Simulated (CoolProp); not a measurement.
Vapour-liquid equilibrium of ethylene (1) + carbon dioxide (2) at 258.4 K; x and y are mole fractions of (1).

Computed with CoolProp (multi-fluid Helmholtz-energy mixture model, Smukala 2000 and Span 1996; pair parameters Bell 2016).

```json
[
 {"x": "0.05", "bubble pressure (bar)": "24.36", "y at the bubble point": "0.085", "dew pressure at overall composition x (bar)": "23.83", "liquid density (mol/L)": "22.20"},
 {"x": "0.2", "bubble pressure (bar)": "27.11", "y at the bubble point": "0.268", "dew pressure at overall composition x (bar)": "26.11", "liquid density (mol/L)": "20.33"},
 {"x": "0.35", "bubble pressure (bar)": "28.79", "y at the bubble point": "0.405", "dew pressure at overall composition x (bar)": "28.17", "liquid density (mol/L)": "18.71"},
 {"x": "0.5", "bubble pressure (bar)": "29.76", "y at the bubble point": "0.529", "dew pressure at overall composition x (bar)": "29.59", "liquid density (mol/L)": "17.33"},
 {"x": "0.65", "bubble pressure (bar)": "30.16", "y at the bubble point": "0.654", "dew pressure at overall composition x (bar)": "30.15", "liquid density (mol/L)": "16.17"},
 {"x": "0.8", "bubble pressure (bar)": "29.99", "y at the bubble point": "0.790", "dew pressure at overall composition x (bar)": "29.95", "liquid density (mol/L)": "15.21"},
 {"x": "0.95", "bubble pressure (bar)": "29.24", "y at the bubble point": "0.944", "dew pressure at overall composition x (bar)": "29.20", "liquid density (mol/L)": "14.43"}
]
```

y crosses x between x = 0.65 and 0.8: the model has an azeotrope there.

Pair parameters are fitted to limited data, so mixtures are less certain than the pure fluids.
